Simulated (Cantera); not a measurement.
Cantera with NASA thermochemical tables; ideal gases at 1 bar, condensed phases pure. Values are per mole of reaction as written; species without (g) are pure solids or liquids, kept so even where they would boil at 1 bar.

3 SiH₄(g) + Si → 4 SiH₃(g)

```json
[
 {"T (K)": "300", "ΔH° (kJ)": "734.5", "ΔS° (J/K)": "233.3", "ΔG° (kJ)": "664.5", "log10 K": "-115.70"},
 {"T (K)": "473", "ΔH° (kJ)": "[?]", "ΔS° (J/K)": "[?]", "ΔG° (kJ)": "[?]", "log10 K": "[?]"},
 {"T (K)": "573", "ΔH° (kJ)": "[?]", "ΔS° (J/K)": "[?]", "ΔG° (kJ)": "[?]", "log10 K": "[?]"},
 {"T (K)": "673", "ΔH° (kJ)": "734.3", "ΔS° (J/K)": "233.5", "ΔG° (kJ)": "577.2", "log10 K": "-44.80"},
 {"T (K)": "773", "ΔH° (kJ)": "733.8", "ΔS° (J/K)": "232.8", "ΔG° (kJ)": "553.9", "log10 K": "-37.43"},
 {"T (K)": "873", "ΔH° (kJ)": "733.2", "ΔS° (J/K)": "232.0", "ΔG° (kJ)": "530.6", "log10 K": "-31.75"},
 {"T (K)": "973", "ΔH° (kJ)": "732.4", "ΔS° (J/K)": "231.2", "ΔG° (kJ)": "507.5", "log10 K": "-27.24"},
 {"T (K)": "1073", "ΔH° (kJ)": "[?]", "ΔS° (J/K)": "[?]", "ΔG° (kJ)": "[?]", "log10 K": "[?]"}
]
```

**Question.** What belongs in the gaps?

**Answer.** 
- 473, ΔH° (kJ): 734.9
- 473, ΔS° (J/K): 234.5
- 473, ΔG° (kJ): 624.0
- 473, log10 K: -68.91
- 573, ΔH° (kJ): 734.7
- 573, ΔS° (J/K): 234.1
- 573, ΔG° (kJ): 600.6
- 573, log10 K: -54.75
- 1073, ΔH° (kJ): 731.5
- 1073, ΔS° (J/K): 230.3
- 1073, ΔG° (kJ): 484.4
- 1073, log10 K: -23.58
